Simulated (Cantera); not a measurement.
A closed system holds: 1 mol SiCl₄, 0.091 mol C₂H₄, 19 mol H₂, 2 mol HCl, held at 1102 °C and 13.0 mbar.

Method: chemical equilibrium by Gibbs-energy minimisation in Cantera with the NASA 1993 tables (ideal gas, pure condensed phases). Candidate condensed phases: C, C₆H₆, C₇H₈, C₈H₁₈, Si, SiC; 109 gas species. The tables' values for SiCl₃ are old estimates; treat these amounts as uncertain. Rates play no part.

Base state: H₂ 0.785, HCl 0.180, SiCl₂ 0.0283, SiCl₃ 0.00393, SiCl₄ 0.00251, SiHCl₃ 0.000699, SiH₂Cl₂ 2.89e-5, H 2.66e-5 (mole fractions); condensed: SiC(s).

Problem. What changes in the equilibrium state with this change: SiCl₄ replaced by (CH₃)₂SiCl₂?

Solution. 
| species | before | after |
|---|---|---|
| H₂ | 0.785 | 0.842 |
| HCl | 0.180 | 0.158 |
| SiCl₂ | 0.0283 | 0.000365 |
| SiCl₄ | 0.00251 | 2.33e-5 |
| SiCl₃ | 0.00393 | 4.31e-5 |
| SiHCl₃ | 0.000699 | 7.93e-6 |
| SiC(s), mol | 0.182 | 0.989 |
| C(graphite), mol | 0 | 1.19 |
The feed counts by its element totals alone.
